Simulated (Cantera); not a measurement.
## Diamond growth

A diamond (100) surface in a fixed gas of H2 with x(CH4) = 0.0026, x(CH3) = 0.001, at 975 K, 173 Torr; coverages are run to steady state.

Detailed kinetics in Cantera: the Harris–Goodwin 1993 mechanism for the reconstructed diamond (100) surface.

```csv
x(H),growth (µm/h),θ c6HH,θ c6H*,θ c6*H,θ c6**,θ c6HM
0.0001,10.8,0.128,0.00261,0.0575,0.000321,0.609
0.00025,23.1,0.198,0.00459,0.101,0.00103,0.521
0.00063,43.6,0.305,0.00755,0.166,0.00255,0.389
0.0016,68.3,0.426,0.0109,0.239,0.00461,0.239
0.0039,87.5,0.518,0.0135,0.295,0.00630,0.125
0.0098,99.4,0.574,0.0153,0.328,0.00738,0.0567
0.024,105,0.600,0.0167,0.343,0.00796,0.0245
0.061,109,0.611,0.0187,0.348,0.00841,0.00997
0.15,114,0.616,0.0228,0.347,0.00902,0.00422
```
θ: site fractions in the mechanism's names (c6HH fully hydrogenated, c6H* and c6*H radical sites, c6** diradical, c6HM methylated).
